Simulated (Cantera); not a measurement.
## Thermodynamics of abatement and gas-phase synthesis, feed HBr + H2 + N2

A closed system holds: 1 mol HBr, 1.7 mol H2, 0.24 mol N2, at 2350 °C.

Cantera equilibrium calculation (NASA polynomials, part measured and part estimated; ideal gas, pure solids and liquids). Candidate condensed phases: Br2; 12 gas species. The ideal-gas law is rough above about 30 bar. Equilibrium is a limit: real reactors are often held back by kinetics, nucleation or transport.

From 10.0 Pa to 3.00e7 Pa nothing is condensed.

| P (Pa) | x H | x H2 | x HBr | x Br | x N2 |
|---|---|---|---|---|---|
| 10 | 0.742 | 0.0310 | 0.000865 | 0.182 | 0.0439 |
| 65 | 0.612 | 0.137 | 0.00503 | 0.197 | 0.0486 |
| 420 | 0.373 | 0.330 | 0.0218 | 0.218 | 0.0575 |
| 2700 | 0.178 | 0.482 | 0.0645 | 0.210 | 0.0658 |
| 17000 | 0.0760 | 0.553 | 0.135 | 0.164 | 0.0718 |
| 110000 | 0.0305 | 0.576 | 0.217 | 0.101 | 0.0763 |
| 720000 | 0.0120 | 0.580 | 0.279 | 0.0506 | 0.0791 |
| 4700000 | 0.00468 | 0.579 | 0.313 | 0.0222 | 0.0805 |
| 30000000 | 0.00185 | 0.579 | 0.329 | 0.00925 | 0.0810 |
x: gas mole fraction; nothing condenses.
